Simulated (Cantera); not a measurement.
## Thermodynamics of tantalum, niobium, vanadium and zirconium in process gases, feed Nb + N2O

Feed: 1 mol Nb, 8.3 mol N2O, held at 1902 °C and 1.00 bar.

Cantera equilibrium calculation (NASA polynomials, part measured and part estimated; ideal gas, pure solids and liquids). Candidate condensed phases: Nb, NbO, NbO2, Nb2O5; 12 gas species. Condensed phases not in the tables: the oxides between NbO2 and Nb2O5. Kinetics and transport are ignored.

```json
{
  "x(N2)": "0.734",
  "x(O2)": "0.252",
  "x(NO)": "0.0126",
  "x(O)": "0.00116",
  "x(NO2)": "1.83e-5",
  "x(NbO2)": "1.00e-6",
  "n(Nb2O5(l))": "0.500 mol",
  "gas_amount": "11.21 mol",
  "log10 activity of NbO2(s) (absent)": "-1.77",
  "log10 activity of NbO2(l) (absent)": "-1.77",
  "log10 activity of Nb(s) (absent)": "-11.39"
}
```
